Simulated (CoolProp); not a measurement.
Saturation properties of dimethyl carbonate (Tc = 557.0 K, pc = 4909 kPa, ω = 0.346).

The numbers come from the reference Helmholtz-energy equation of state, Zhou 2011 in CoolProp.

```
T (K)  p (kPa)  vapour density (kg/m³)  enthalpy of vaporisation (kJ/kg)  liquid cp (kJ/(kg K))
-----  -------  ----------------------  --------------------------------  ---------------------
374.9    144.9                   4.350                             367.4                  1.988
399          ?                   8.123                                 ?                  2.056
423.2    500.8                   14.13                                 ?                  2.133
447.3        ?                   23.23                                 ?                  2.223
471.5     1308                   36.93                                 ?                  2.339
495.7     1969                   57.74                             251.7                  2.521
519.8        ?                   91.38                             210.8                  2.891
544          ?                   160.7                             142.6                  4.457
```

Fill in the missing entries.


- 399, p (kPa): 280.9
- 399, enthalpy of vaporisation (kJ/kg): 349.5
- 423.2, enthalpy of vaporisation (kJ/kg): 329.8
- 447.3, p (kPa): 831.1
- 447.3, enthalpy of vaporisation (kJ/kg): 307.9
- 471.5, enthalpy of vaporisation (kJ/kg): 282.6
- 519.8, p (kPa): 2861
- 544, p (kPa): 4072

It boils at 363.3 K under 1 atm.
